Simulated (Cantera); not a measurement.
## Calcination and drying: K2SO4 + H2O + H2

Charge: 1 mol K2SO4, 4.3 mol H2O, 0.64 mol H2, held at 13.3 mbar.

Method: chemical equilibrium by Gibbs-energy minimisation in Cantera with the NASA 1993 tables (ideal gas, pure condensed phases). Candidate condensed phases: H2O, H2SO4, K, KOH, KO2, K2O, K2O2, K2S, K2SO4, S; 26 gas species. Gases not in the tables: S3 to S7. The numbers say what is thermodynamically allowed, not how fast it happens.

From 1150 K to 1250 K the condensed part is K2SO4(s). From 1350 K to 1550 K the condensed part is K2SO4(l). From 1650 K to 1850 K nothing is condensed. The main K-bearing gas is KOH throughout.

| T (K) | x H2O | x KOH | x SO2 | x H2 | x K | x O2 | x K2SO4 | n K2SO4(s) | n K2SO4(l) |
|---|---|---|---|---|---|---|---|---|---|
| 1150 | 0.875 | 0.00791 | 0.000359 | 0.112 | 0.000911 | <1e-12 | 1.23e-5 | 0.978 | 0 |
| 1250 | 0.870 | 0.0229 | 0.00612 | 0.0904 | 0.00435 | 8.26e-12 | 0.000150 | 0.930 | 0 |
| 1350 | 0.819 | 0.0652 | 0.0368 | 0.0575 | 0.0174 | 6.33e-10 | 0.00118 | 0 | 0.770 |
| 1450 | 0.746 | 0.128 | 0.0778 | 0.0141 | 0.0285 | 1.88e-7 | 0.00552 | 0 | 0.499 |
| 1550 | 0.701 | 0.166 | 0.0920 | 0.00139 | 0.0180 | 0.000250 | 0.0207 | 0 | 0.292 |
| 1650 | 0.606 | 0.210 | 0.116 | 0.000470 | 0.0213 | 0.0171 | 0.0282 | 0 | 0 |
| 1750 | 0.564 | 0.219 | 0.132 | 0.000897 | 0.0440 | 0.0329 | 0.00496 | 0 | 0 |
| 1850 | 0.555 | 0.189 | 0.132 | 0.00199 | 0.0741 | 0.0419 | 0.000524 | 0 | 0 |
x: gas mole fraction; n: condensed amount in mol.
